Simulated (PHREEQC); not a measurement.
Consider water at 25 °C with 0.21 mol MgCl2, 0.00015 mol Na2SO4 and 0.013 mol KCl per kg of water. Closed to the air; pH follows from the charge balance.

All values are PHREEQC results (Pitzer model, pitzer.dat), not measurements.

No solid was allowed to form.

Task: What activity of water does the model give?

Result: activity of water 0.990.
